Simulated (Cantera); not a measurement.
## Carbon deposition, reforming and gasification: CH₄ + CO₂

A closed system holds: 1 mol CH₄, 0.18 mol CO₂, held at 950 K and 13.3 mbar.

Equilibrium computed with Cantera from the NASA thermochemical tables; the gas is ideal and each condensed phase is pure. Candidate condensed phases: C, C₆H₆, C₇H₈, C₈H₁₈, H₂O; 110 gas species. Rates play no part.

```
Property           Result
--------------  ---------
x(H₂)               0.846
x(CO)               0.151
x(CH₄)            0.00160
x(H₂O)            0.00159
x(CO₂)           0.000505
n(C(graphite))  0.821 mol
gas amount      2.351 mol
```
